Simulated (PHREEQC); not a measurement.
A solution holds 0.04 mol/kgw Al2(SO4)3 and 0.0033 mol/kgw NH4HF2, at 25 °C and 500 atm. It is in equilibrium with CO2 at log p = -3.4 (atm). Otherwise closed; pH follows from the charge balance.

Computed with PHREEQC (ion-association model, phreeqc.dat).

```json
[
 {"quantity": "pH", "before": "2.79", "after": "2.83"},
 {"quantity": "ionic strength (mol/kgw)", "before": "0.158", "after": "0.213"},
 {"quantity": "SO4-2 (mol/kgw)", "before": "0.0338", "after": "0.0432"},
 {"quantity": "Al(SO4)2- (mol/kgw)", "before": "0.0203", "after": "0.0349"},
 {"quantity": "Al+3 (mol/kgw)", "before": "0.00957", "after": "0.0136"},
 {"quantity": "SI of Gibbsite (Al(OH)3)", "before": "-2.69", "after": "-2.50"}
]
```

**Question.** Name the change that produced these shifts.
(A) diluted 100-fold with water
(B) Al2(SO4)3 from 0.04 to 0.06 mol/kgw
(C) NH4HF2 from 0.0033 to 0.0066 mol/kgw
(D) 0.00081 mol/kgw LiOH added
(E) NH4HF2 replaced by (CH3)4NF at the same molality

**Answer.** B, Al2(SO4)3 from 0.04 to 0.06 mol/kgw

No solid was allowed to form. Under pressure, the constants of complexes without a molar volume in the database are unreliable. Fluoro complexes past AlF4- and FeF3 are missing from the database.
